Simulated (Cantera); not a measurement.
Feed: 1 mol SiCl4, 8.3 mol H2, at 0.100 bar.

Method: chemical equilibrium by Gibbs-energy minimisation in Cantera with the NASA 1993 tables (ideal gas, pure condensed phases). Candidate condensed phases: Si; 19 gas species. The tables' values for SiCl3 are old estimates; treat these amounts as uncertain. The numbers say what is thermodynamically allowed, not how fast it happens.

log p: log10 of the partial pressure in bar; n: condensed amount in mol.

```csv
T (°C),log p H2,log p HCl,log p SiCl4,log p SiCl2,log p SiHCl3,log p SiCl3,n Si(s)
550,-1.05,-2.99,-2.01,-6.90,-3.00,-5.43,0
600,-1.06,-2.87,-2.03,-6.06,-2.88,-4.93,0
650,-1.06,-2.76,-2.04,-5.32,-2.79,-4.48,0
700,-1.06,-2.66,-2.06,-4.67,-2.71,-4.09,0
750,-1.06,-2.57,-2.09,-4.10,-2.65,-3.76,0
800,-1.07,-2.47,-2.12,-3.62,-2.62,-3.47,0
850,-1.07,___,-2.15,___,-2.65,-3.26,___
900,-1.08,-2.21,-2.20,-2.99,-2.69,-3.09,0.0253
950,-1.09,-2.11,-2.27,-2.74,-2.75,-2.96,0.0278
1000,-1.10,___,___,___,___,-2.86,___
1050,-1.11,-1.95,-2.50,-2.37,-2.95,-2.80,0
1100,-1.12,-1.87,-2.66,-2.26,-3.10,-2.79,0
```

Q: Complete the blanks.

A: 
- 850, log p HCl: -2.34
- 850, log p SiCl2: -3.28
- 850, n Si(s): 0.0134
- 1000, log p HCl: -2.02
- 1000, log p SiCl4: -2.36
- 1000, log p SiCl2: -2.53
- 1000, log p SiHCl3: -2.84
- 1000, n Si(s): 0.0168
